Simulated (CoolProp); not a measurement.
Vapour pressure (bar) of carbon dioxide: the reference equation beside estimates from Tc = 304.1 K, pc = 73.77 bar, ω = 0.224. Clausius-Clapeyron is anchored at 244.5 K with a constant enthalpy of vaporisation of 13.24 kJ/mol.

The numbers come from the reference Helmholtz-energy equation of state, Span 1996 in CoolProp.

| T (K) | reference | Lee-Kesler | Clausius-Clapeyron | van der Waals | Redlich-Kwong | Peng-Robinson |
|---|---|---|---|---|---|---|
| 237.9 | 11.92 | 11.91 | 12.47 | 25.47 | 15.43 | 11.81 |
| 240.1 | 12.87 | 12.86 | 13.26 | 26.59 | 16.50 | 12.76 |
| 242.3 | 13.87 | 13.86 | 14.08 | 27.75 | 17.62 | 13.75 |
| 244.5 | 14.94 | 14.91 | 14.94 | 28.93 | 18.79 | 14.81 |
| 246.7 | 16.06 | 16.03 | 15.83 | 30.15 | 20.01 | 15.92 |
| 248.9 | 17.24 | 17.20 | 16.76 | 31.39 | 21.28 | 17.10 |
| 251.2 | 18.54 | 18.49 | 17.77 | 32.73 | 22.67 | 18.40 |
| 253.4 | 19.85 | 19.79 | 18.77 | 34.04 | 24.06 | 19.70 |
| 255.6 | 21.23 | 21.16 | 19.82 | 35.39 | 25.50 | 21.08 |
| 257.8 | 22.67 | 22.60 | 20.90 | 36.77 | 27.01 | 22.53 |
| 260 | 24.19 | 24.10 | 22.02 | 38.18 | 28.57 | 24.05 |
| 262.2 | 25.78 | 25.68 | 23.18 | 39.62 | 30.19 | 25.64 |
| 264.4 | 27.44 | 27.33 | 24.38 | 41.10 | 31.87 | 27.31 |

Absolute difference from the reference over all 13 rows, mean and median: Lee-Kesler 0.2 and 0.3 %, Clausius-Clapeyron 5.2 and 4.6 %, van der Waals 78.6 and 76.5 %, Redlich-Kwong 22.5 and 22.3 %, Peng-Robinson 0.7 and 0.8 %.
